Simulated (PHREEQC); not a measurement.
Make-up at 25 °C: 51 mmol/kgw NH4HF2, 0.27 mmol/kgw H2SiF6 and 1 mmol/kgw H3PO4. Closed to the air; pH follows from the charge balance.

Equilibrium calculation in PHREEQC: ion-association model, wateq4f.dat.

```json
[
 {"quantity": "pH", "before": "3.15", "after": "2.67"},
 {"quantity": "ionic strength (mol/kgw)", "before": "0.0521", "after": "0.0538"},
 {"quantity": "F- (mol/kgw)", "before": "0.0440", "after": "0.00243"},
 {"quantity": "HF (mol/kgw)", "before": "0.0377", "after": "0.00626"},
 {"quantity": "HF2- (mol/kgw)", "before": "0.00643", "after": "5.91e-5"},
 {"quantity": "H2F2 (mol/kgw)", "before": "0.00375", "after": "0.000103"},
 {"quantity": "SI of Quartz (SiO2)", "before": "-8.83", "after": "-3.20"}
]
```

### Question
Name the change that produced these shifts.
(A) diluted 5-fold with water
(B) H3PO4 from 0.001 to 0.0002 mol/kgw
(C) NH4HF2 replaced by NH4BF4 at the same molality
(D) H3PO4 from 0.001 to 0.0015 mol/kgw
(E) NH4HF2 from 0.051 to 0.0561 mol/kgw

### Answer
C, NH4HF2 replaced by NH4BF4 at the same molality

Precipitation was switched off in this run. H3PO4, which wateq4f.dat lacks, is added to it with the constant of phreeqc.dat. SiF6-2 is the database's only silicon fluoride. Real BF4- forms and hydrolyses slowly; the run takes it at equilibrium.
